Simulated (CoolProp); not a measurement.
c-C4F8 (RC318) along the isotherm 394.9 K: density (kg/m³) from the reference equation and from simpler models built on Tc = 388.4 K, pc = 2.778 MPa, ω = 0.355; each cubic takes its own stable root.

The numbers come from the reference Helmholtz-energy equation of state, Platzer 1990 in CoolProp. This equation is an older, rougher fit; its heat capacities, sound speeds and derivatives of the liquid may be far off and weren't checked against measurements.

| p (MPa) | phase | reference |
|---|---|---|
| 0.0132 | gas | 0.8054 |
| 0.03 | gas | 1.834 |
| 0.0682 | gas | 4.187 |
| 0.155 | gas | 9.612 |
| 0.353 | gas | 22.42 |
| 0.804 | gas | 54.23 |
| 1.83 | gas | 148.9 |
| 4.17 | supercritical | 964.0 |

**Question.** How far does each simpler model (ideal gas, van der Waals, Redlich-Kwong, Peng-Robinson) lie from the reference over these 8 states: mean and median of the absolute difference, and the worst?

**Answer.** 
- ideal gas: mean 14.4 %, median 2.9 %, worst -73.7 % at 394.9 K and 4.17 MPa
- van der Waals: mean 3.7 %, median 0.3 %, worst -26.0 % at 394.9 K and 4.17 MPa
- Redlich-Kwong: mean 1.8 %, median 0.1 %, worst -12.9 % at 394.9 K and 4.17 MPa
- Peng-Robinson: mean 1.5 %, median 0.4 %, worst -6.2 % at 394.9 K and 4.17 MPa
